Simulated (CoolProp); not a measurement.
Saturation properties of methane.

Model: reference Helmholtz-energy equation of state, Setzmann 1991, in CoolProp.

```json
[
 {"T (K)": "104.7", "p (kPa)": "54.81", "vapour Z": "0.9766", "liquid conductivity (mW/(m K))": "193"},
 {"T (K)": "108", "p (kPa)": "74.10", "vapour Z": "0.9710", "liquid conductivity (mW/(m K))": "189"},
 {"T (K)": "111.3", "p (kPa)": "98.30", "vapour Z": "0.9646", "liquid conductivity (mW/(m K))": "184"},
 {"T (K)": "114.6", "p (kPa)": "128.2", "vapour Z": "0.9574", "liquid conductivity (mW/(m K))": "180"},
 {"T (K)": "117.9", "p (kPa)": "164.5", "vapour Z": "0.9493", "liquid conductivity (mW/(m K))": "175"},
 {"T (K)": "121.1", "p (kPa)": "206.8", "vapour Z": "0.9405", "liquid conductivity (mW/(m K))": "170"},
 {"T (K)": "124.4", "p (kPa)": "258.4", "vapour Z": "0.9306", "liquid conductivity (mW/(m K))": "166"},
 {"T (K)": "127.7", "p (kPa)": "319.1", "vapour Z": "0.9198", "liquid conductivity (mW/(m K))": "161"},
 {"T (K)": "131", "p (kPa)": "389.9", "vapour Z": "0.9079", "liquid conductivity (mW/(m K))": "156"},
 {"T (K)": "134.3", "p (kPa)": "471.5", "vapour Z": "0.8951", "liquid conductivity (mW/(m K))": "152"},
 {"T (K)": "137.6", "p (kPa)": "565.1", "vapour Z": "0.8812", "liquid conductivity (mW/(m K))": "147"},
 {"T (K)": "140.9", "p (kPa)": "671.5", "vapour Z": "0.8663", "liquid conductivity (mW/(m K))": "142"},
 {"T (K)": "144.2", "p (kPa)": "791.9", "vapour Z": "0.8503", "liquid conductivity (mW/(m K))": "138"},
 {"T (K)": "147.5", "p (kPa)": "927.0", "vapour Z": "0.8331", "liquid conductivity (mW/(m K))": "133"}
]
```

It boils at 111.7 K under 1 atm.

Thermal conductivity comes from a separate model (Friend 1989).
